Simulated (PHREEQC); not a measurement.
Consider water at 25 °C with 98 mmol/kgw HF, 0.83 mmol/kgw NH4F, 58 mmol/kgw H2SiF6 and 38 mmol/kgw H2SO4. It is in equilibrium with CO2 at log p = -3.4 (atm). Otherwise closed; pH follows from the charge balance.

Model: ion-association model, wateq4f.dat, run in PHREEQC.

- pH: 0.90
- ionic strength: 0.226 mol/kgw
- activity of water: 0.994
- total alkalinity: -522 meq/kg

| species | molality | activity | log γ |
|---|---|---|---|
| H+ | 0.161 | 0.127 | -0.101 |
| HF | 0.0706 | 0.0744 | 0.023 |
| SiF6-2 | 0.0580 | 0.0166 | -0.544 |
| HSO4- | 0.0314 | 0.0226 | -0.142 |
| H2F2 | 0.0137 | 0.0144 | 0.023 |
| SO4-2 | 0.00655 | 0.00183 | -0.554 |
| NH4+ | 0.000811 | 0.000601 | -0.130 |
| F- | 0.000559 | 0.000390 | -0.157 |
| HF2- | 0.000160 | 0.000111 | -0.157 |
| NH4SO4- | 1.94e-5 | 1.42e-5 | -0.136 |
| CO2 | 1.29e-5 | 1.36e-5 | 0.023 |
| H4SiO4 | 1.10e-8 | 1.16e-8 | 0.023 |

No solid was allowed to form. wateq4f.dat counts part of the HF as a dimer, H2F2, which phreeqc.dat doesn't know; its constant is uncertain. SiF6-2 is the database's only silicon fluoride.
